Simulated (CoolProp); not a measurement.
Vapour-liquid equilibrium of R22 (1) + c-C4F8 (RC318) (2) at 324 K; x and y are mole fractions of (1).

Values from CoolProp's multi-fluid Helmholtz-energy mixture model, Kamei 1995 and Platzer 1990; pair parameters Bell 2016. This equation is an older, rougher fit; its heat capacities, sound speeds and derivatives of the liquid may be far off and weren't checked against measurements.

### Question
Give the bubble pressure and the first vapour's composition at x = 0.15, 0.45, 0.75. Is there an azeotrope?

### Answer
x = 0.15: 831.5 kPa, y = 0.302; x = 0.45: 1395 kPa, y = 0.701; x = 0.75: 1794 kPa, y = 0.855. No azeotrope shows between x = 0.05 and 0.95.

The pair parameters rest on a limited set of measurements; away from them the model extrapolates. The gap from Raoult's law changes sign with composition, which may be real or a fault of the pair parameters; it wasn't checked against measurements.
